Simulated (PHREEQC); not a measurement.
Dissolve 0.0035 mol/kgw HF and 7.9e-05 mol/kgw (NH4)2SO4 at 20 °C. It is in equilibrium with CO2 at log p = -2 (atm). Otherwise closed; pH follows from the charge balance.

Computed with PHREEQC (ion-association model, phreeqc.dat).

Precipitation was switched off in this run.

### Question
Estimate the pH, ionic strength, specific conductance.

### Answer
pH 2.90; ionic strength 0.00154 mol/kgw; specific conductance 478 µS/cm.

### Question
In which forms is S present?

### Answer
SO4-2 91 %, HSO4- 8.8 % of the S.
